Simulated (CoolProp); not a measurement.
Vapour-liquid equilibrium of R22 (1) + R123 (2) at 287.6 K; x and y are mole fractions of (1).

Values from CoolProp's multi-fluid Helmholtz-energy mixture model, Kamei 1995 and Younglove 1994; pair parameters Bell 2016.

```json
[
 {"x": "0.05", "bubble pressure (MPa)": "0.09207", "y at the bubble point": "0.364", "dew pressure at overall composition x (MPa)": "0.06371", "liquid density (mol/L)": "9.921"},
 {"x": "0.15", "bubble pressure (MPa)": "0.1592", "y at the bubble point": "0.663", "dew pressure at overall composition x (MPa)": "0.07065", "liquid density (mol/L)": "10.28"},
 {"x": "0.25", "bubble pressure (MPa)": "0.2300", "y at the bubble point": "0.789", "dew pressure at overall composition x (MPa)": "0.07927", "liquid density (mol/L)": "10.66"},
 {"x": "0.35", "bubble pressure (MPa)": "0.3023", "y at the bubble point": "0.857", "dew pressure at overall composition x (MPa)": "0.09027", "liquid density (mol/L)": "11.06"},
 {"x": "0.45", "bubble pressure (MPa)": "0.3746", "y at the bubble point": "0.899", "dew pressure at overall composition x (MPa)": "0.1048", "liquid density (mol/L)": "11.48"},
 {"x": "0.55", "bubble pressure (MPa)": "0.4463", "y at the bubble point": "0.928", "dew pressure at overall composition x (MPa)": "0.1249", "liquid density (mol/L)": "11.93"},
 {"x": "0.65", "bubble pressure (MPa)": "0.5172", "y at the bubble point": "0.949", "dew pressure at overall composition x (MPa)": "0.1545", "liquid density (mol/L)": "12.39"},
 {"x": "0.75", "bubble pressure (MPa)": "0.5883", "y at the bubble point": "0.966", "dew pressure at overall composition x (MPa)": "0.2025", "liquid density (mol/L)": "12.88"},
 {"x": "0.85", "bubble pressure (MPa)": "0.6609", "y at the bubble point": "0.981", "dew pressure at overall composition x (MPa)": "0.2934", "liquid density (mol/L)": "13.40"},
 {"x": "0.95", "bubble pressure (MPa)": "0.7368", "y at the bubble point": "0.994", "dew pressure at overall composition x (MPa)": "0.5209", "liquid density (mol/L)": "13.95"}
]
```

No azeotrope shows between x = 0.05 and 0.95.

The pair parameters rest on a limited set of measurements; away from them the model extrapolates.
